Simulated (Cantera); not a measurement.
Cantera run, input and output.

```python
import numpy as np
import cantera as ct

gas = ct.Solution("gri30.yaml", transport_model="multicomponent")
show = ['CO2', 'H2O', 'CH3']

rows = []
print(f"{'T/K':>7s}{'rho':>11s}{'cp':>10s}{'mu':>11s}{'lambda':>11s}{'Pr':>7s}" + "".join(f"{'D_' + s:>11s}" for s in show))
for T in [400, 650, 900, 1150, 1400, 1650, 1900, 2150, 2400]:
    gas.TPX = T, 1333, {'NO': 0.7}
    Pr = gas.cp_mass * gas.viscosity / gas.thermal_conductivity
    D = [gas.mix_diff_coeffs_mole[gas.species_index(s)] for s in show]
    rows.append([gas.density, gas.cp_mass, gas.viscosity, gas.thermal_conductivity, Pr, *D])
    print(f"{T:7g}{gas.density:11.4e}{gas.cp_mass:10.1f}{gas.viscosity:11.4e}"
          f"{gas.thermal_conductivity:11.4e}{Pr:7.3f}" + "".join(f"{d:11.4e}" for d in D))
print("SI units: kg/m3, J/kg/K, Pa s, W/m/K, m2/s")
```

It prints:

```
    T/K        rho        cp         mu     lambda     Pr      D_CO2      D_H2O      D_CH3
    400 1.2027e-02     998.6 2.3120e-05 3.2481e-02  0.711 1.9837e-03 2.9715e-03 2.8157e-03
    650 7.4010e-03    1054.2 3.2312e-05 4.8111e-02  0.708 4.6508e-03 7.2989e-03 6.4959e-03
    900 5.3452e-03    1113.9 4.0086e-05 6.3114e-02  0.707 8.1075e-03 1.3007e-02 1.1249e-02
   1150 4.1832e-03    1153.1 4.7043e-05 7.6724e-02  0.707 1.2257e-02 1.9900e-02 1.6952e-02
   1400 3.4362e-03    1181.0 5.3449e-05 8.9329e-02  0.707 1.7039e-02 2.7856e-02 2.3524e-02
   1650 2.9155e-03    1202.5 5.9446e-05 1.0120e-01  0.706 2.2410e-02 3.6793e-02 3.0908e-02
   1900 2.5319e-03    1218.7 6.5123e-05 1.1241e-01  0.706 2.8337e-02 4.6655e-02 3.9059e-02
   2150 2.2375e-03    1230.8 7.0538e-05 1.2302e-01  0.706 3.4795e-02 5.7398e-02 4.7941e-02
   2400 2.0044e-03    1239.6 7.5732e-05 1.3308e-01  0.705 4.1763e-02 6.8990e-02 5.7524e-02
SI units: kg/m3, J/kg/K, Pa s, W/m/K, m2/s
```

Detailed kinetics in Cantera: GRI-Mech 3.0 (53 species, 325 reactions). The composition is frozen, though it would react at the higher temperatures.
